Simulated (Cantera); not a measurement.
A closed system holds: 1 mol SiCl4, 2.5 mol Cl2, 0.48 mol H2, held at 29.0 bar.

These are equilibrium values from Cantera (NASA tables, ideal gas, pure condensed phases), not measurements of a reactor. Candidate condensed phases: Si; 19 gas species. The numbers say what is thermodynamically allowed, not how fast it happens. All values below are at 1075 °C.

Base state: Cl2 0.506, SiCl4 0.251, HCl 0.241, Cl 0.00248 (mole fractions); condensed: gas only.

Q: What changes in the equilibrium state with this change: pressure from 29.0 bar to 4.70 bar?

A: 
```json
[
 {"species": "Cl2", "before": "0.506", "after": "0.503"},
 {"species": "SiCl4", "before": "0.251", "after": "0.250"},
 {"species": "HCl", "before": "0.241", "after": "0.240"},
 {"species": "Cl", "before": "0.00248", "after": "0.00613"}
]
```

Q: What changes in the equilibrium state with this change: H2 from 0.48 to 0.28 mol?

A: 
```tsv
species	before	after
Cl2	0.506	0.585
SiCl4	0.251	0.264
HCl	0.241	0.148
Cl	0.00248	0.00266
```
